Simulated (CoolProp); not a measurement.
Vapour-liquid equilibrium of carbon dioxide (1) + 1-butene (2) at 0.578 MPa; x and y are mole fractions of (1).

Values from CoolProp's multi-fluid Helmholtz-energy mixture model, Span 1996 and Lemmon 2005; pair parameters Bell 2016.

```csv
x,bubble temperature (K),y at the bubble point,dew temperature at overall composition x (K),liquid density (mol/L)
0.05,297.4,0.491,319.9,10.78
0.2,255.1,0.899,313.1,12.81
0.35,238.6,0.959,305.5,14.57
0.5,230.9,0.977,296.8,16.44
0.65,226.7,0.985,285.9,18.63
0.8,223.6,0.990,270.8,21.37
0.95,220.3,0.997,241.9,25.04
```

No azeotrope shows between x = 0.05 and 0.95.

Pair parameters are fitted to limited data, so mixtures are less certain than the pure fluids. The gap from Raoult's law changes sign with composition, which may be real or a fault of the pair parameters; it wasn't checked against measurements.
